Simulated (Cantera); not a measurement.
A freely propagating, adiabatic, planar premixed flame of H2 : O2 : N2 : H2O = 1 : 0.806 : 2.1 : 0.084 (molar parts), unburnt at 400 K and 180 Torr; mixture-averaged transport, grid criteria slope 0.08 and curve 0.16, no radiation.

Detailed kinetics in Cantera: the H2/O2 subset of GRI-Mech 3.0, which has no nitrogen chemistry. Burning velocities carry a grid error of a few per cent, more on coarse grids. Lean hydrogen flames are cellular in practice and burn faster than this planar one.

### Question
What does this change do: inlet temperature 400 to 423 K?

### Answer
```tsv
quantity	before	after
laminar burning velocity	292 cm/s	323 cm/s
thermal thickness	2.11 mm	2.18 mm
peak x(HO2)	0.000222	0.000213
peak x(O)	0.0180	0.0185
peak x(OH)	0.0180	0.0185
```

### Question
What does this change do: H2 1 to 0.75 parts?

### Answer
| quantity | before | after |
|---|---|---|
| laminar burning velocity | 292 cm/s | 191 cm/s |
| thermal thickness | 2.11 mm | 1.96 mm |
| peak x(HO2) | 0.000222 | 0.000209 |
| peak x(O) | 0.0180 | 0.0129 |
| peak x(OH) | 0.0180 | 0.0106 |
